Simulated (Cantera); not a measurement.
Input: 1 mol Si₃N₄, 0.0095 mol O₂, 380 mol N₂, held at 1550 K and 4.00 Pa.

Method: chemical equilibrium by Gibbs-energy minimisation in Cantera with the NASA 1993 tables (ideal gas, pure condensed phases). Candidate condensed phases: Si, SiO₂, Si₂N₂O, Si₃N₄; 16 gas species. The numbers say what is thermodynamically allowed, not how fast it happens.

Base state: N₂ 0.999, Si 0.000831, SiO 4.97e-5 (mole fractions); condensed: Si(s).

Question: What changes in the equilibrium state with this change: temperature from 1550 K to 1273 K?

Answer: 
```json
[
 {"species": "N₂", "before": "0.999", "after": "1.000"},
 {"species": "SiO", "before": "4.97e-5", "after": "5.76e-6"},
 {"species": "Si", "before": "0.000831", "after": "1.49e-8"},
 {"species": "Si(s), mol", "before": "2.65", "after": "0"},
 {"species": "Si₂N₂O(s), mol", "before": "0", "after": "0.0168"},
 {"species": "Si₃N₄(s), mol", "before": "0", "after": "0.988"}
]
```
Mutual solubility and eutectic melting of coexisting phases are not modelled.

Question: What changes in the equilibrium state with this change: Si₃N₄ replaced by SiC?

Answer: 
```json
[
 {"species": "N₂", "before": "0.999", "after": "1.000"},
 {"species": "CO", "before": "0", "after": "4.63e-5"},
 {"species": "Si", "before": "0.000831", "after": "4.22e-5"},
 {"species": "SiO", "before": "4.97e-5", "after": "3.70e-6"},
 {"species": "Si(s), mol", "before": "2.65", "after": "0"},
 {"species": "SiC(s), mol", "before": "0", "after": "0.982"}
]
```
Further candidate phases: C, SiC.

Question: What changes in the equilibrium state with this change: temperature from 1550 K to 1100 K?

Answer: 
| species | before | after |
|---|---|---|
| N₂ | 0.999 | 1.00 |
| Si | 0.000831 | <1e-9 |
| SiO | 4.97e-5 | <1e-9 |
| Si(s), mol | 2.65 | 0 |
| Si₂N₂O(s), mol | 0 | 0.0190 |
| Si₃N₄(s), mol | 0 | 0.987 |
Mutual solubility and eutectic melting of coexisting phases are not modelled.
